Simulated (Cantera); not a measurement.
What does this Cantera script print?

```python
import numpy as np
import cantera as ct

gas = ct.Solution("gri30.yaml")
gas.TPX = 1375, 830, {'N2O': 1, 'N2': 0.47}
reactor = ct.IdealGasConstPressureReactor(gas, energy="off", clone=False)
net = ct.ReactorNet([reactor])
net.rtol, net.atol = 1e-08, 1e-18
show = ['N2O', 'O', 'NO', 'N2', 'NO2', 'O2']
times = np.geomspace(2e-06, 9, 15)

steps = ct.SolutionArray(gas, extra=["t"])
rows = []
print(f"{'t/s':>10s}{'T/K':>9s}{'P/Pa':>11s}" + "".join(f"{s:>11s}" for s in show))
for t in times:
    while net.time < t:
        t_next = net.step()
        steps.append(gas.state, t=t_next)
    rows.append([np.interp(t, steps.t, y) for y in (steps.T, steps.P, *steps(*show).X.T)])
    print(f"{t:10.3e}{rows[-1][0]:9.1f}{rows[-1][1]:11.4g}" + "".join(f"{x:11.3e}" for x in rows[-1][2:]))
rate = np.gradient(steps.T, steps.t)
print("integrator steps:", len(steps.t))
if steps.T.max() > steps.T[0] + 200:
    print(f"time of steepest temperature rise: {steps.t[rate.argmax()]:.4e} s")
gas.TPX = 1375, 830, {'N2O': 1, 'N2': 0.47}
gas.equilibrate("TP")
print(f"equilibrium (TP): T = {gas.T:.1f} K  " + "  ".join(f"{s} {gas[s].X[0]:.3e}" for s in show))
```

Output:

```
       t/s      T/K       P/Pa        N2O          O         NO         N2        NO2         O2
 2.000e-06   1375.0        830  6.803e-01  6.243e-08  3.751e-11  3.197e-01  2.524e-23  8.283e-11
 5.974e-06   1375.0        830  6.803e-01  1.859e-07  3.352e-10  3.197e-01  2.046e-21  7.403e-10
 1.784e-05   1375.0        830  6.803e-01  5.499e-07  2.956e-09  3.197e-01  1.538e-19  6.528e-09
 5.330e-05   1375.0        830  6.803e-01  1.596e-06  2.593e-08  3.197e-01  1.190e-17  5.726e-08
 1.592e-04   1375.0        830  6.803e-01  4.385e-06  2.187e-07  3.197e-01  8.492e-16  4.830e-07
 4.755e-04   1375.0        830  6.802e-01  1.036e-05  1.664e-06  3.197e-01  4.857e-14  3.675e-06
 1.420e-03   1375.0        830  6.802e-01  1.734e-05  9.992e-06  3.198e-01  1.748e-12  2.207e-05
 4.243e-03   1375.0        830  6.799e-01  1.925e-05  4.186e-05  3.199e-01  3.051e-11  9.243e-05
 1.267e-02   1375.0        830  6.792e-01  1.927e-05  1.390e-04  3.203e-01  3.318e-10  3.071e-04
 3.785e-02   1375.0        830  6.771e-01  1.927e-05  4.286e-04  3.215e-01  3.019e-09  9.465e-04
 1.131e-01   1375.0        830  6.709e-01  1.927e-05  1.287e-03  3.250e-01  2.407e-08  2.842e-03
 3.377e-01   1375.0        830  6.527e-01  1.927e-05  3.792e-03  3.351e-01  1.541e-07  8.375e-03
 1.009e+00   1375.0        830  6.019e-01  1.926e-05  1.079e-02  3.634e-01  7.167e-07  2.383e-02
 3.013e+00   1375.0        830  4.765e-01  1.925e-05  2.805e-02  4.334e-01  2.703e-06  6.197e-02
 9.000e+00   1375.0        830  2.499e-01  1.919e-05  5.924e-02  5.599e-01  8.321e-06  1.309e-01
integrator steps: 650
equilibrium (TP): T = 1375.0 K  N2O 3.835e-09  O 3.540e-06  NO 6.748e-04  N2 7.459e-01  NO2 5.468e-07  O2 2.535e-01
```

Detailed kinetics in Cantera: GRI-Mech 3.0 (53 species, 325 reactions). GRI-Mech 3.0 was tuned for natural gas; its chemistry of N2O as a main component is partial and can be far from experiment. Radical loss at walls, strong at low pressure, is not modelled. The mechanism lacks the step 2 NO + O2 → 2 NO2, which can matter for NO2 below about 1400 K. The temperature is held fixed by assumption; the heat of reaction is taken as removed at once.
